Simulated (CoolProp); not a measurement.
Properties of n-undecane along the isobar 26 bar.

Computed with CoolProp (reference Helmholtz-energy equation of state, Aleksandrov 2011). It is a short technical equation, of lower accuracy than the large ones.

| T (K) | phase | density (kg/m³) | cp (kJ/(kg K)) | cv (kJ/(kg K)) |
|---|---|---|---|---|
| 266.5 | liquid | 762.4 | 2.121 | 1.686 |
| 294.1 | liquid | 741.4 | 2.200 | 1.784 |
| 321.6 | liquid | 720.8 | 2.292 | 1.888 |
| 349.2 | liquid | 700.2 | 2.392 | 1.997 |
| 376.8 | liquid | 679.4 | 2.498 | 2.106 |
| 404.3 | liquid | 658.2 | 2.607 | 2.215 |
| 431.9 | liquid | 636.4 | 2.717 | 2.323 |
| 459.5 | liquid | 613.6 | 2.829 | 2.428 |
| 487 | liquid | 589.6 | 2.940 | 2.529 |
| 514.6 | liquid | 563.8 | 3.055 | 2.627 |
| 542.2 | liquid | 535.5 | 3.175 | 2.721 |
